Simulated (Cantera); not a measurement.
Cantera with NASA thermochemical tables; ideal gases at 1 bar, condensed phases pure. Values are per mole of reaction as written; species without (g) are pure solids or liquids, kept so even where they would boil at 1 bar.

3 NbO₂ = 3 Nb + 2 O₃(g), with ΔH° = 2668.4 kJ and ΔS° = 423.8 J/K at 300 K.

Q: How far is the shortcut ΔG° ≈ ΔH°(300 K) − T·ΔS°(300 K) from the full temperature-dependent value at 2200, 2275, 2350, 2425, 2500, 2575, 2650, 2725, 2800, 2875, 2950 K?

A: 
```csv
T (K),shortcut (kJ),full (kJ),difference (kJ),difference in log10 K,condensed phases
2200,1736.1,1847.3,-111.2,2.64,"NbO₂(l), Nb(s)"
2275,1704.3,1831.6,-127.3,2.92,"NbO₂(l), Nb(s)"
2350,1672.6,1816.0,-143.4,3.19,"NbO₂(l), Nb(s)"
2425,1640.8,1800.4,-159.6,3.44,"NbO₂(l), Nb(s)"
2500,1609.0,1784.8,-175.9,3.67,"NbO₂(l), Nb(s)"
2575,1577.2,1769.3,-192.1,3.90,"NbO₂(l), Nb(s)"
2650,1545.4,1753.8,-208.4,4.11,"NbO₂(l), Nb(s)"
2725,1513.6,1738.2,-224.6,4.30,"NbO₂(l), Nb(s)"
2800,1481.9,1721.2,-239.3,4.46,"NbO₂(l), Nb(l)"
2875,1450.1,1703.4,-253.3,4.60,"NbO₂(l), Nb(l)"
2950,1418.3,1685.7,-267.4,4.73,"NbO₂(l), Nb(l)"
```
The shortcut ignores heat capacities and the phase changes listed.
